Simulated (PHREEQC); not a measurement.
Consider water at 25 °C with 0.01 mol H2SO4, 0.019 mol Al2(SO4)3 and 0.018 mol MnSO4 per kg of water. Closed to the air; pH follows from the charge balance.

Equilibrium calculation in PHREEQC: ion-association model, wateq4f.dat.

Problem. The ionic strength comes out as 0.121 mol/kgw. What activity coefficients do Al+3, Mn+2, H+, AlSO4+, AlHSO4+2 get?

Solution. Al+3 0.16, Mn+2 0.38, H+ 0.82, AlSO4+ 0.76, AlHSO4+2 0.35.

Precipitation was switched off in this run. Complexes and solids missing from the database can't appear.
